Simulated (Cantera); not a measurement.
An isothermal, constant-pressure homogeneous reactor starts with NH3 : H2 = 1 : 0.18 (molar parts), at 1850 K and 47000 Pa. Integrator tolerance rtol = 1e-08.

Detailed kinetics in Cantera: the gas-phase N/H chemistry of the illustrative SiF4/NH3 mechanism in the Surface Chemkin manual (1991). Walls and surfaces, which speed up NH3 decomposition in real reactors, are not modelled.

What does this change do: temperature 1850 to 1398 K?


```tsv
quantity	before	after
x(NH3) at 20.0 s	0.000545 (gas-phase equilibrium 3.98e-6)	0.805 (gas-phase equilibrium 1.29e-5)
x(H2) at 20.0 s	0.770 (gas-phase equilibrium 0.770)	0.183 (gas-phase equilibrium 0.771)
x(N2H2) at 20.0 s	2.95e-11 (gas-phase equilibrium <1e-12)	1.26e-7 (gas-phase equilibrium <1e-12)
x(NH) at 20.0 s	5.26e-8 (gas-phase equilibrium 3.86e-10)	1.79e-8 (gas-phase equilibrium <1e-12)
x(N2H4) at 20.0 s	1.47e-12 (gas-phase equilibrium <1e-12)	6.04e-8 (gas-phase equilibrium <1e-12)
x(N) at 20.0 s	8.24e-9 (gas-phase equilibrium 6.05e-11)	2.34e-10 (gas-phase equilibrium <1e-12)
x(N2) at 20.0 s	0.229 (gas-phase equilibrium 0.229)	0.0115 (gas-phase equilibrium 0.229)
```
